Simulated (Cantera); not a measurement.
## Moist CO burnout

An isothermal, constant-pressure homogeneous reactor starts with CO : O2 : H2O : N2 = 0.0012 : 0.034 : 0.082 : 1 (molar parts), equivalence ratio 0.018, at 1123 K and 2.17 atm.

Computed with Cantera and GRI-Mech 3.0 (53 species, 325 reactions).

```tsv
t (s)	x CO	x O2	x H2O	x OH	x H
1.00e-5	0.00107	0.0304	0.0734	4.03e-12	<1e-12
2.61e-5	0.00107	0.0304	0.0734	1.53e-11	<1e-12
6.81e-5	0.00107	0.0304	0.0734	6.34e-11	1.62e-12
0.000178	0.00107	0.0304	0.0734	2.43e-10	6.59e-12
0.000464	0.00107	0.0304	0.0734	8.31e-10	2.31e-11
0.00121	0.00107	0.0304	0.0734	3.33e-9	9.41e-11
0.00316	0.00107	0.0304	0.0734	3.41e-8	9.78e-10
0.00825	0.00106	0.0304	0.0734	1.35e-6	3.74e-8
0.0215	0.000921	0.0304	0.0734	1.63e-6	4.16e-8
0.0562	0.000665	0.0302	0.0734	1.37e-6	2.65e-8
0.147	0.000351	0.0301	0.0734	9.48e-7	1.01e-8
0.383	0.000123	0.0300	0.0734	5.73e-7	2.26e-9
1.00	2.30e-5	0.0299	0.0734	3.77e-7	3.01e-10
```
x: mole fraction; the columns are a selection and need not sum to one.

Equilibrium at this temperature and pressure: CO 1.06e-11, O2 0.0299, H2O 0.0734, OH 4.24e-7, H <1e-12 (gas phase only).
